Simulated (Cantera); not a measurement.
What does this Cantera script print?

```python
import numpy as np
import cantera as ct

gas = ct.Solution("gri30.yaml")
gas.TPX = 1725, 1300000, {'CH4': 1, 'O2': 2.04, 'N2': 6}
reactor = ct.IdealGasConstPressureReactor(gas, energy="on", clone=False)
net = ct.ReactorNet([reactor])
net.rtol, net.atol = 1e-08, 1e-16
show = ['CH4', 'O2', 'CO', 'HO2', 'CO2', 'C2H4', 'O']
times = np.geomspace(3e-06, 1, 15)

steps = ct.SolutionArray(gas, extra=["t"])
rows = []
print(f"{'t/s':>10s}{'T/K':>9s}{'P/Pa':>11s}" + "".join(f"{s:>11s}" for s in show))
for t in times:
    while net.time < t:
        t_next = net.step()
        steps.append(gas.state, t=t_next)
    rows.append([np.interp(t, steps.t, y) for y in (steps.T, steps.P, *steps(*show).X.T)])
    print(f"{t:10.3e}{rows[-1][0]:9.1f}{rows[-1][1]:11.4g}" + "".join(f"{x:11.3e}" for x in rows[-1][2:]))
rate = np.gradient(steps.T, steps.t)
print("integrator steps:", len(steps.t))
if steps.T.max() > steps.T[0] + 200:
    print(f"time of steepest temperature rise: {steps.t[rate.argmax()]:.4e} s")
gas.TPX = 1725, 1300000, {'CH4': 1, 'O2': 2.04, 'N2': 6}
gas.equilibrate("HP")
print(f"equilibrium (HP): T = {gas.T:.1f} K  " + "  ".join(f"{s} {gas[s].X[0]:.3e}" for s in show))
```

Result:

```
       t/s      T/K       P/Pa        CH4         O2         CO        HO2        CO2       C2H4          O
 3.000e-06   1724.8    1.3e+06  1.102e-01  2.255e-01  4.031e-06  2.632e-05  2.425e-07  2.720e-06  6.578e-07
 7.441e-06   1729.8    1.3e+06  1.082e-01  2.243e-01  1.613e-04  6.448e-05  6.342e-06  7.567e-05  2.196e-06
 1.845e-05   2149.4    1.3e+06  3.947e-02  1.540e-01  3.838e-02  5.483e-04  2.887e-03  3.945e-03  2.594e-04
 4.577e-05   3112.2    1.3e+06  1.367e-13  2.585e-02  4.837e-02  2.671e-05  5.663e-02  1.297e-20  7.364e-03
 1.135e-04   3101.9    1.3e+06  1.494e-13  2.332e-02  4.880e-02  2.431e-05  5.624e-02  1.445e-20  6.763e-03
 2.816e-04   3100.0    1.3e+06  1.519e-13  2.287e-02  4.888e-02  2.389e-05  5.616e-02  1.474e-20  6.657e-03
 6.983e-04   3099.9    1.3e+06  1.519e-13  2.287e-02  4.888e-02  2.388e-05  5.616e-02  1.474e-20  6.656e-03
 1.732e-03   3099.9    1.3e+06  1.519e-13  2.287e-02  4.888e-02  2.388e-05  5.616e-02  1.474e-20  6.656e-03
 4.296e-03   3099.9    1.3e+06  1.519e-13  2.287e-02  4.888e-02  2.388e-05  5.616e-02  1.474e-20  6.656e-03
 1.065e-02   3099.9    1.3e+06  1.519e-13  2.287e-02  4.888e-02  2.388e-05  5.616e-02  1.474e-20  6.656e-03
 2.643e-02   3099.9    1.3e+06  1.519e-13  2.287e-02  4.888e-02  2.388e-05  5.616e-02  1.474e-20  6.656e-03
 6.554e-02   3099.9    1.3e+06  1.519e-13  2.287e-02  4.888e-02  2.388e-05  5.616e-02  1.474e-20  6.656e-03
 1.626e-01   3099.9    1.3e+06  1.519e-13  2.287e-02  4.888e-02  2.388e-05  5.616e-02  1.474e-20  6.656e-03
 4.032e-01   3099.9    1.3e+06  1.519e-13  2.287e-02  4.888e-02  2.388e-05  5.616e-02  1.474e-20  6.656e-03
 1.000e+00   3099.9    1.3e+06  1.519e-13  2.287e-02  4.888e-02  2.388e-05  5.616e-02  1.474e-20  6.656e-03
integrator steps: 1775
time of steepest temperature rise: 1.8918e-05 s
equilibrium (HP): T = 3099.9 K  CH4 1.932e-13  O2 2.287e-02  CO 4.888e-02  HO2 2.388e-05  CO2 5.616e-02  C2H4 1.605e-20  O 6.656e-03
```

Detailed kinetics in Cantera: GRI-Mech 3.0 (53 species, 325 reactions). The pressure lies above the range GRI-Mech 3.0 was tuned for (to about 10 atm). Above 3000 K some thermodynamic fits are extrapolated.
